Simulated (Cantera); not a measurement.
An isothermal, constant-pressure homogeneous reactor starts with 5.30 % H2, 94.7 % O2, equivalence ratio 0.028, at 1275 K and 0.0150 bar.

Model: the H2/O2 subset of GRI-Mech 3.0, which has no nitrogen chemistry, integrated in Cantera. Radical loss at walls, strong at low pressure, is not modelled. The temperature is held fixed by assumption; the heat of reaction is taken as removed at once.

x: mole fraction; the columns are a selection and need not sum to one.

```tsv
t (s)	x H2	x O2	x O	x HO2	x OH
0.000700	0.0530	0.947	1.47e-5	?	1.06e-5
0.00163	0.0130	0.917	0.0217	?	0.00791
0.00382	0.000922	0.906	0.0352	3.23e-6	0.00445
0.00891	0.000817	0.911	0.0309	3.14e-6	0.00420
0.0208	0.000628	0.919	0.0231	2.93e-6	0.00370
0.0485	0.000361	0.931	0.0129	?	0.00282
0.113	0.000136	0.940	0.00476	?	0.00173
0.265	3.56e-5	0.944	0.00124	?	0.000891
0.618	8.10e-6	0.945	0.000281	?	0.000426
1.44	1.93e-6	0.945	6.72e-5	?	0.000209
3.37	5.25e-7	0.945	1.83e-5	?	0.000109
7.86	1.64e-7	0.945	5.75e-6	1.73e-8	6.11e-5
18.3	6.04e-8	0.946	2.12e-6	1.78e-8	3.71e-5
42.8	3.06e-8	0.946	1.07e-6	2.19e-8	2.64e-5
100	2.56e-8	0.946	8.97e-7	2.34e-8	2.41e-5
```

Question: What belongs in the gaps?

Answer: 
- 0.000700, x HO2: 1.74e-7
- 0.00163, x HO2: 3.64e-6
- 0.0485, x HO2: 2.43e-6
- 0.113, x HO2: 1.58e-6
- 0.265, x HO2: 7.32e-7
- 0.618, x HO2: 2.56e-7
- 1.44, x HO2: 8.10e-8
- 3.37, x HO2: 2.96e-8
